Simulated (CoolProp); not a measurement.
CH3F (R41) at several states: Z from the reference equation and from simpler models built on Tc = 44.1 °C, pc = 5.906 MPa, ω = 0.200; each cubic takes its own stable root.

The numbers come from the reference Helmholtz-energy equation of state, Lemmon 2006 in CoolProp. It is a short technical equation, of lower accuracy than the large ones.

| T (°C) | p (MPa) | phase | reference | van der Waals | Redlich-Kwong | Soave-Redlich-Kwong | Peng-Robinson |
|---|---|---|---|---|---|---|---|
| -117.65 | 25.5 | liquid | 0.6856 | 1.279 | 0.8796 | 0.8714 | 0.7771 |
| -4.85 | 5.16 | liquid | 0.1107 | 0.2035 | 0.1475 | 0.1426 | 0.1260 |
| -110.45 | 0.56 | liquid | 0.01490 | 0.02838 | 0.01914 | 0.01886 | 0.01676 |
| -51.05 | 0.0123 | gas | 0.9971 | 0.9986 | 0.9981 | 0.9979 | 0.9978 |
| 93.95 | 0.88 | gas | 0.9634 | 0.9684 | 0.9664 | 0.9687 | 0.9639 |
